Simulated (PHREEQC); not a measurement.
A solution holds 7.7 mmol/kgw CuSO4, 1.1 mmol/kgw H2SO4 and 11 mmol/kgw FeCl3, at 95 °C. Closed to the air; pH follows from the charge balance.

Equilibrium calculation in PHREEQC: ion-association model, phreeqc.dat.

```tsv
quantity	before	after
pH	2.24	2.33
ionic strength (mol/kgw)	0.0537	0.0551
FeOH+2 (mol/kgw)	0.00507	0.00283
Cu+2 (mol/kgw)	0.00466	0.00631
HSO4- (mol/kgw)	0.00360	0.000940
CuCl+ (mol/kgw)	0.00253	0.000748
SI of Goethite (FeOOH)	+5.54	+5.18
SI of Hematite (Fe2O3)	+13.36	+12.47
```

Task: Which change was made?
A. temperature from 95 to 50 °C
B. temperature from 95 to 35 °C
C. H2SO4 replaced by Fe2(SO4)3 at the same molality
D. H2SO4 from 0.0011 to 0.00022 mol/kgw
E. CuSO4 from 0.0077 to 0.0116 mol/kgw

Result: A, temperature from 95 to 50 °C

This is a speciation only: nothing precipitates in the calculation. Some of these states are supersaturated (in Hematite (slow to form), Goethite (slow to form), for instance). Away from 25 °C the constants follow the database's enthalpies or fits; those with neither stay at their 25 °C values.
